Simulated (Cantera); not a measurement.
Mixture: CH4 : O2 : N2 : H2O = 1 : 1.82 : 12.2 : 2.5 (molar parts), at 1.00 atm, adiabatic and at constant volume. Ignition delay is the time to a rise of 400 K.

Detailed kinetics in Cantera: GRI-Mech 3.0 (53 species, 325 reactions).

Problem. Predict: delay at 1250 K; delay at 1400 K; delay at 1550 K; delay at 1700 K; delay at 1850 K; apparent activation energy between 1700 and 1850 K.

Solution. 
- delay at 1250 K: 57.1 ms
- delay at 1400 K: 8.45 ms
- delay at 1550 K: 1.47 ms
- delay at 1700 K: 0.348 ms
- delay at 1850 K: 0.115 ms
- apparent activation energy between 1700 and 1850 K: 190 kJ/mol
